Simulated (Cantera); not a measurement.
Charge: 1 mol CsCl, 3.7 mol HCl, 280 mol H₂, equilibrated at 1348.15 K and 0.0133 bar.

Equilibrium computed with Cantera from the NASA thermochemical tables; the gas is ideal and each condensed phase is pure. Candidate condensed phases: Cs, CsCl; 9 gas species. Rates play no part.

Base state: H₂ 0.983, HCl 0.0130, CsCl 0.00351, H 1.99e-5 (mole fractions); condensed: gas only.

What changes in the equilibrium state with this change: H₂ from 280 to 0.23 mol?


```json
[
 {"species": "HCl", "before": "0.0130", "after": "0.752"},
 {"species": "CsCl", "before": "0.00351", "after": "0.200"},
 {"species": "H₂", "before": "0.983", "after": "0.0468"},
 {"species": "Cs₂Cl₂", "before": "5.36e-7", "after": "0.00173"},
 {"species": "Cl", "before": "2.19e-7", "after": "5.82e-5"},
 {"species": "H", "before": "1.99e-5", "after": "4.34e-6"}
]
```
